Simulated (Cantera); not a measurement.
Charge: 1 mol HMDSO, 8.2 mol H2O, 48 mol N2, held at 798 K and 13.3 mbar.

These are equilibrium values from Cantera (NASA tables, ideal gas, pure condensed phases), not measurements of a reactor. Candidate condensed phases: C, C6H6, C7H8, C8H18, H2O, Si, SiC, SiO2, Si2N2O, Si3N4; 151 gas species. The feed counts by its element totals alone. Kinetics and transport are ignored.

Base state: N2 0.689, H2 0.240, CO 0.0599, CO2 0.00504, H2O 0.00472, CH4 0.00107 (mole fractions); condensed: C(graphite) + SiO2(α-quartz).

Q: What changes in the equilibrium state with this change: HMDSO replaced by SiF4?

A: 
```
species               before    after
-------------------  -------  -------
N2                     0.689    0.826
H2O                  0.00472    0.110
HF                         0   0.0614
H2                     0.240  1.64e-9
CO                    0.0599        0
SiF4                       0  0.00186
CO2                  0.00504        0
CH4                  0.00107        0
C(graphite), mol        1.41        0
SiO2(α-quartz), mol     2.00    0.892
```
